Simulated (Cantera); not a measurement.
A closed system holds: 1 mol Al(CH3)3, 44 mol N2, 100 mol H2, equilibrated at 1.33 mbar.

Equilibrium computed with Cantera from the NASA thermochemical tables; the gas is ideal and each condensed phase is pure. Candidate condensed phases: Al, AlN, C, C6H6, C7H8, C8H18; 97 gas species. The feed counts by its element totals alone. Equilibrium is a limit: real reactors are often held back by kinetics, nucleation or transport.

### Question
What share of the Al ends up in condensed phases as a function of T (°C), at 1352, 1402, 1452, 1502, 1552, 1602, 1652, 1702, 1752, 1802, 1852?

### Answer
```
T (°C)  Al condensed (%)      as
------  ----------------  ------
1352                98.2  AlN(s)
1402                92.7  AlN(s)
1452                72.6  AlN(s)
1502                 4.2  AlN(s)
1552                 0.0       -
1602                 0.0       -
1652                 0.0       -
1702                 0.0       -
1752                 0.0       -
1802                 0.0       -
1852                 0.0       -
```
